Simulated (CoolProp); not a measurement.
Vapour-liquid equilibrium of p-xylene (1) + n-nonane (2) at 409 K; x and y are mole fractions of (1).

Computed with CoolProp (multi-fluid Helmholtz-energy mixture model, Zhou 2012 and Lemmon 2006; pair parameters Bell 2016).

Give the bubble pressure and the first vapour's composition at x = 0.2, 0.5, 0.725. Is there an azeotrope?

x = 0.2: 0.7344 bar, y = 0.263; x = 0.5: 0.8176 bar, y = 0.579; x = 0.725: 0.8763 bar, y = 0.781. No azeotrope shows between x = 0.05 and 0.95.

Pair parameters are fitted to limited data, so mixtures are less certain than the pure fluids.
